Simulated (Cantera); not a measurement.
# Gas-phase reforming

An isothermal, constant-pressure homogeneous reactor starts with 44.1 % CH4, 17.6 % H2O, 37.0 % H2, 1.32 % N2, at 1898 K and 0.130 bar.

Detailed kinetics in Cantera: GRI-Mech 3.0 (53 species, 325 reactions). GRI-Mech 3.0 stops at C3 and has no aromatics, soot or wall deposition, so with more carbon than oxygen in the feed, carbon stays in small species such as C2H2 where larger ones or solid carbon would form.

```tsv
t (s)	x CH4	x H2O	x H2	x CH3	x CH2
3.00e-6	0.440	0.176	0.370	0.000131	1.62e-9
1.94e-5	0.439	0.176	0.370	0.000884	9.58e-8
0.000126	0.432	0.176	0.373	0.00538	3.13e-6
0.000814	0.288	0.159	0.478	0.0102	1.29e-5
0.00527	0.0763	0.127	0.655	0.00314	6.16e-6
0.0341	0.0149	0.0967	0.721	0.000743	2.49e-6
0.221	0.00710	0.0331	0.771	0.000349	1.12e-6
1.43	0.00115	0.000322	0.798	5.63e-5	1.67e-7
9.27	0.000766	1.28e-7	0.799	3.74e-5	1.11e-7
60.0	0.000766	1.28e-7	0.799	3.74e-5	1.11e-7
```
x: mole fraction; the columns are a selection and need not sum to one.

Equilibrium at this temperature and pressure: CH4 0.000742, H2O 1.26e-7, H2 0.799, CH3 3.62e-5, CH2 1.07e-7 (gas phase only).
